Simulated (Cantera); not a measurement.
A closed system holds: 1 mol C₂H₂, 0.14 mol NH₃, 67 mol H₂, held at 777 °C and 970000 Pa.

Method: chemical equilibrium by Gibbs-energy minimisation in Cantera with the NASA 1993 tables (ideal gas, pure condensed phases). Candidate condensed phases: C, C₆H₆, C₇H₈, C₈H₁₈; 92 gas species. Kinetics and transport are ignored.

**Question.** What is the equilibrium state?

**Answer.** 
- x(H₂): 0.969
- x(CH₄): 0.0302
- x(N₂): 0.000994
- x(NH₃): 0.000124
- gas amount: 66.27 mol
- log10 activity of C(graphite) (absent): -1.24
